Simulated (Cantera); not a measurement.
A perfectly stirred reactor is fed with CH2O : O2 : N2 = 0.013 : 0.0023 : 1 (molar parts), equivalence ratio 5.7, at 500000 Pa; it is held at 1425 K, and followed from long to short residence time.

Detailed kinetics in Cantera: GRI-Mech 3.0 (53 species, 325 reactions).

x: mole fraction; the columns are a selection and need not sum to one.

```json
[
 {"τ (s)": "7.0", "x CH2O": "1.76e-7", "x O2": "1.12e-6", "x CH2": "<1e-12", "x HO2": "1.05e-9", "x CH4": "6.34e-8", "x CO": "0.0112", "x CO2": "0.00150"},
 {"τ (s)": "2.3", "x CH2O": "3.17e-7", "x O2": "2.02e-6", "x CH2": "3.99e-12", "x HO2": "2.20e-9", "x CH4": "1.17e-7", "x CO": "0.0112", "x CO2": "0.00149"},
 {"τ (s)": "0.78", "x CH2O": "5.66e-7", "x O2": "3.61e-6", "x CH2": "1.63e-11", "x HO2": "4.33e-9", "x CH4": "2.14e-7", "x CO": "0.0112", "x CO2": "0.00147"},
 {"τ (s)": "0.26", "x CH2O": "1.03e-6", "x O2": "6.58e-6", "x CH2": "6.22e-11", "x HO2": "8.42e-9", "x CH4": "3.92e-7", "x CO": "0.0112", "x CO2": "0.00144"},
 {"τ (s)": "0.086", "x CH2O": "1.91e-6", "x O2": "1.22e-5", "x CH2": "2.12e-10", "x HO2": "1.63e-8", "x CH4": "6.95e-7", "x CO": "0.0113", "x CO2": "0.00139"},
 {"τ (s)": "0.029", "x CH2O": "3.58e-6", "x O2": "2.27e-5", "x CH2": "6.09e-10", "x HO2": "3.14e-8", "x CH4": "1.15e-6", "x CO": "0.0114", "x CO2": "0.00131"},
 {"τ (s)": "0.0095", "x CH2O": "?", "x O2": "?", "x CH2": "?", "x HO2": "?", "x CH4": "?", "x CO": "0.0115", "x CO2": "?"},
 {"τ (s)": "0.0032", "x CH2O": "1.50e-5", "x O2": "9.19e-5", "x CH2": "3.17e-9", "x HO2": "1.37e-7", "x CH4": "2.56e-6", "x CO": "0.0117", "x CO2": "0.000977"},
 {"τ (s)": "0.0010", "x CH2O": "?", "x O2": "?", "x CH2": "?", "x HO2": "?", "x CH4": "3.49e-6", "x CO": "0.0119", "x CO2": "?"},
 {"τ (s)": "0.00035", "x CH2O": "0.000126", "x O2": "0.000569", "x CH2": "9.82e-9", "x HO2": "1.28e-6", "x CH4": "3.74e-6", "x CO": "0.0121", "x CO2": "0.000422"}
]
```

**Question.** Fill in the missing entries.

**Answer.** 
- 0.0095, x CH2O: 7.12e-6
- 0.0095, x O2: 4.46e-5
- 0.0095, x CH2: 1.51e-9
- 0.0095, x HO2: 6.37e-8
- 0.0095, x CH4: 1.77e-6
- 0.0095, x CO2: 0.00117
- 0.0010, x CH2O: 3.90e-5
- 0.0010, x O2: 0.000222
- 0.0010, x CH2: 6.22e-9
- 0.0010, x HO2: 3.69e-7
- 0.0010, x CO2: 0.000705
